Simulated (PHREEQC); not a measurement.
Dissolve 0.0039 mol Na2SiO3 per kg of water at 20 °C. Closed to the air; pH follows from the charge balance.

All values are PHREEQC results (ion-association model, wateq4f.dat), not measurements.

Each row changes one thing in this solution. This is a speciation only: nothing precipitates in the calculation.

```tsv
case	pH	ionic strength (mol/kgw)
as made	11.71	0.00792
temperature from 20 to 35 °C	11.24	0.00791
Na2SiO3 from 0.0039 to 0.0078 mol/kgw	11.98	0.0161
Na2SiO3 replaced by Na2SiF6 at the same molality	3.20	0.0119
Na2SiO3 replaced by Na2B4O7 at the same molality	9.24	0.00780
temperature from 20 to 45 °C	10.96	0.00789
```

Some of these states are supersaturated (in Quartz (slow to form), Chalcedony (slow to form), for instance). Away from 25 °C the constants follow the database's enthalpies or fits; those with neither stay at their 25 °C values. SiF6-2 is the database's only silicon fluoride.
